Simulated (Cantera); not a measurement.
Input (Python, Cantera) and output of one run.

```python
import numpy as np
import cantera as ct

gas_names = """
    C CH CH2 CH3 CH4 C2 C2H C2H2,acetylene C2H2,vinylidene C2H3,vinyl C2H4 C2H5 C2H6 C3 C3H3,propargyl
    C3H4,allene C3H4,propyne C3H4,cyclo- C3H5,allyl C3H6,propylene C3H6,cyclo- C3H7,n-propyl
    C3H7,i-propyl C3H8 C4 C4H2 C4H4,1,3-cyclo- C4H6,butadiene C4H6,2-butyne C4H6,cyclo- C4H8,1-butene
    C4H8,cis2-buten C4H8,tr2-butene C4H8,isobutene C4H8,cyclo- C4H9,n-butyl C4H9,i-butyl C4H9,s-butyl
    C4H9,t-butyl C4H10,isobutane C4H10,n-butane C5 C5H6,1,3cyclo- C5H8,cyclo- C5H10,1-pentene
    C5H10,cyclo- C5H11,pentyl C5H11,t-pentyl C5H12,n-pentane C5H12,i-pentane CH3C(CH3)2CH3 C6H2
    C6H5,phenyl C6H6 C6H10,cyclo- C6H12,1-hexene C6H12,cyclo- C6H13,n-hexyl C7H7,benzyl C7H8
    C7H14,1-heptene C7H15,n-heptyl C7H16,n-heptane C8H8,styrene C8H10,ethylbenz C8H16,1-octene
    C8H17,n-octyl C8H18,isooctane C8H18,n-octane C9H19,n-nonyl C10H8,naphthale C10H21,n-decyl
    C12H9,o-bipheny C12H10,bipheny H H2 Si SiC SiC2 SiC4H12 SiH SiH2 SiH3 SiH4 Si2 Si2C Si3
""".split()
cond_names = """
    C(gr) C6H6(L) C7H8(L) C8H18(L),n-octa Si(cr) Si(L) SiC(b)
""".split()


def load(file, names, dense=False):
    # The tables refer to 1 bar. Condensed volumes are neglected.
    table = {s.name: s for s in ct.Species.list_from_file(file)}
    out = []
    for n in names:
        d = dict(table[n].input_data)
        d["thermo"] = dict(d["thermo"], **{"reference-pressure": 1e5})
        if dense:
            d["equation-of-state"] = {"model": "constant-volume", "density": "1e6 g/cm^3"}
        out.append(ct.Species.from_dict(d))
    return out


gas = ct.Solution(thermo="ideal-gas", species=load("nasa_gas.yaml", gas_names))
cond = {s.name: ct.Solution(thermo="fixed-stoichiometry", species=[s], name=s.name)
        for s in load("nasa_condensed.yaml", cond_names, dense=True)}
atoms = {
    'SiH4': {'Si': 1, 'H': 4},
    'C2H4': {'C': 2, 'H': 4},
    'H2': {'H': 2},
}
top_T = {'C(gr)': 4500, 'SiC(b)': 3050}  # K; cautious upper limits of use, not melting points


def equilibrate(T, P, feed):
    n = {}
    for name, mol in feed.items():
        for a, k in atoms[name].items():
            n[a] = n.get(a, 0.0) + k * mol
    gas.TPX = T, P, n
    mass = sum(n.values()) * gas.mean_molecular_weight
    gas.equilibrate("TP")
    valid = [c for c in cond.values() if c.min_temp <= T <= top_T.get(c.name, c.max_temp)]
    mix = ct.Mixture([(gas, mass / gas.mean_molecular_weight)] + [(c, 0.0) for c in valid])
    mix.T, mix.P = T, P
    mix.equilibrate("TP", solver="vcs", rtol=1e-11, max_steps=5000)
    return mix


results = []
feed = {'SiH4': 1, 'C2H4': 0.048, 'H2': 1500}  # mol
P = 240  # Pa
for T in [1175, 1225, 1275, 1325, 1375, 1425, 1475, 1525, 1575, 1625, 1675, 1725, 1775]:
    mix = equilibrate(T, P, feed)
    results.append((T, P, feed, dict(zip(mix.species_names, mix.species_moles))))

top = {s: max(r[3][s] / sum(r[3][g] for g in gas_names) for r in results) for s in gas_names}
cols = sorted((s for s in top if top[s] > 1e-06), key=lambda s: -top[s])[:5]
seen = [c for c in cond_names if any(r[3].get(c, 0) > 1e-12 for r in results)]
print("log10 of partial pressures in bar; condensed amounts in mol")
print(f"{'T/K':>10s}" + "".join(f"{s[:9]:>10s}" for s in cols + seen))
for T, P, feed, n in results:
    ng = sum(n[g] for g in gas_names)
    print(f"{T:10.4g}" + "".join(f"{np.log10(max(n[s] / ng * P / 1e5, 1e-99)):10.3f}" for s in cols)
          + "".join(f"{n.get(c, 0):10.4g}" for c in seen))
```

It prints:

```
log10 of partial pressures in bar; condensed amounts in mol
       T/K        H2         H        Si       SiH      SiH2    Si(cr)     Si(L)    SiC(b)
      1175    -2.620    -8.221   -12.271   -12.334   -10.768    0.9041         0    0.0959
      1225    -2.620    -7.816   -11.461   -11.663   -10.330    0.9041         0   0.09591
      1275    -2.620    -7.442   -10.715   -11.045    -9.926     0.904         0   0.09591
      1325    -2.620    -7.096   -10.025   -10.475    -9.553    0.9038         0   0.09592
      1375    -2.620    -6.775    -9.387    -9.946    -9.208    0.9034         0   0.09592
      1425    -2.620    -6.476    -8.793    -9.455    -8.886     0.902         0   0.09593
      1475    -2.620    -6.197    -8.240    -8.998    -8.587    0.8982         0   0.09593
      1525    -2.620    -5.936    -7.724    -8.572    -8.307    0.8874         0   0.09591
      1575    -2.620    -5.691    -7.241    -8.173    -8.045     0.858         0   0.09583
      1625    -2.620    -5.462    -6.788    -7.799    -7.800     0.781         0   0.09554
      1675    -2.621    -5.246    -6.363    -7.448    -7.570    0.5886         0    0.0945
      1725    -2.622    -5.042    -5.993    -7.149    -7.385         0    0.1842    0.0914
      1775    -2.623    -4.850    -5.885    -7.107    -7.450         0         0   0.08769
```

Method: chemical equilibrium by Gibbs-energy minimisation in Cantera with the NASA 1993 tables (ideal gas, pure condensed phases). Mutual solubility and eutectic melting of coexisting phases are not modelled. Gases not in the tables: Si2H6 and higher silanes.
